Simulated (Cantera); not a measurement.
Charge: 1 mol SiCl4, 0.66 mol NH3, 3.7 mol H2, 9.9 mol N2, equilibrated at 2025 K and 1.40 mbar.

Equilibrium computed with Cantera from the NASA thermochemical tables; the gas is ideal and each condensed phase is pure. Candidate condensed phases: NH4Cl, Si, Si3N4; 28 gas species. The tables' values for SiCl, SiCl3, SiN are old estimates; treat these amounts as uncertain. Kinetics and transport are ignored.

Base state: N2 0.588, H2 0.195, HCl 0.127, SiCl2 0.0446, H 0.0227, Cl 0.0110, Si 0.00970, SiCl 0.00275 (mole fractions); condensed: gas only.

Question: What changes in the equilibrium state with this change: temperature from 2025 K to 1423 K?

Answer: 
```csv
species,before,after
N2,0.588,0.597
H2,0.195,0.192
HCl,0.127,0.182
H,0.0227,7.79e-5
SiCl2,0.0446,0.0263
Cl,0.0110,6.03e-5
Si,0.00970,5.54e-8
SiH,0.000103,4.08e-9
"Si3N4(s), mol",0,0.176
```
The tables' values for SiCl3 are old estimates; treat these amounts as uncertain.

Question: What changes in the equilibrium state with this change: SiCl4 replaced by Si2Cl6?

Answer: 
| species | before | after |
|---|---|---|
| N2 | 0.588 | 0.551 |
| H2 | 0.195 | 0.176 |
| HCl | 0.127 | 0.132 |
| SiCl2 | 0.0446 | 0.0866 |
| Si | 0.00970 | 0.0155 |
| Cl | 0.0110 | 0.0121 |
| H | 0.0227 | 0.0216 |
| Si2 | 2.49e-5 | 6.37e-5 |
| Si2N | 2.05e-5 | 5.07e-5 |
| SiCl3 | 0.000101 | 0.000216 |
| SiCl | 0.00275 | 0.00484 |
| SiN | 6.83e-5 | 0.000106 |
The feed counts by its element totals alone.
